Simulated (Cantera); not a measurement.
Feed: 1 mol SiHCl₃, 5.4 mol N₂, at 1.00 bar.

These are equilibrium values from Cantera (NASA tables, ideal gas, pure condensed phases), not measurements of a reactor. Candidate condensed phases: NH₄Cl, Si, Si₃N₄; 28 gas species. N₂ is the only nitrogen source here; it is nearly inert below about 1500 K, so the nitride shown seldom forms there in practice. Equilibrium is a limit: real reactors are often held back by kinetics, nucleation or transport. All values below are at 602 °C.

Base state: N₂ 0.784, HCl 0.0999, SiCl₄ 0.0897, H₂ 0.0265, SiHCl₃ 5.21e-5 (mole fractions); condensed: Si₃N₄(s).

Question: What changes in the equilibrium state with this change: N₂ from 5.4 to 17 mol?

Answer: 
| species | before | after |
|---|---|---|
| N₂ | 0.784 | 0.921 |
| HCl | 0.0999 | 0.0408 |
| SiCl₄ | 0.0897 | 0.0311 |
| H₂ | 0.0265 | 0.00713 |
| SiHCl₃ | 5.21e-5 | 1.19e-5 |
| Si₃N₄(s), mol | 0.138 | 0.145 |
